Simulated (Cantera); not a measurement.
## Adiabatic ignition

An adiabatic, constant-pressure homogeneous reactor starts with CO : H₂ : O₂ : N₂ : H₂O = 1 : 0.41 : 0.881 : 3.31 : 0.16 (molar parts), equivalence ratio 0.80, at 1325 K and 6.80 bar.

Model: GRI-Mech 3.0 (53 species, 325 reactions), integrated in Cantera. The hydrogen kinetics of GRI-Mech 3.0 are dated; newer H2 mechanisms differ, most at raised pressure.

```tsv
t (s)	T (K)	x CO	x H₂	x O₂	x OH	x CO₂
1.00e-5	1962	0.125	0.00650	0.0899	0.0113	0.0566
2.36e-5	2634	0.0487	0.00462	0.0540	0.0148	0.142
5.57e-5	2756	0.0363	0.00334	0.0484	0.0131	0.156
0.000132	2760	0.0356	0.00328	0.0475	0.0129	0.157
0.000311	2756	0.0356	0.00328	0.0461	0.0127	0.157
0.000734	2750	0.0355	0.00328	0.0440	0.0123	0.157
0.00173	2745	0.0354	0.00329	0.0424	0.0121	0.157
0.00409	2744	0.0354	0.00329	0.0421	0.0120	0.157
0.00965	2744	0.0354	0.00329	0.0421	0.0120	0.157
0.0228	2744	0.0354	0.00329	0.0421	0.0120	0.157
0.0538	2744	0.0354	0.00329	0.0421	0.0120	0.157
0.127	2744	0.0354	0.00329	0.0421	0.0120	0.157
0.300	2744	0.0354	0.00329	0.0421	0.0120	0.157
```
x: mole fraction; the columns are a selection and need not sum to one.

```
Quantity                                                             Value
---------------------------------  ---------------------------------------
time of steepest temperature rise                                  8.45 µs
temperature at 0.300 s                                              2744 K
equilibrium temperature                                             2744 K
x(CO) at 0.300 s                     0.0354 (gas-phase equilibrium 0.0354)
x(H₂) at 0.300 s                   0.00329 (gas-phase equilibrium 0.00329)
x(O₂) at 0.300 s                     0.0421 (gas-phase equilibrium 0.0421)
```
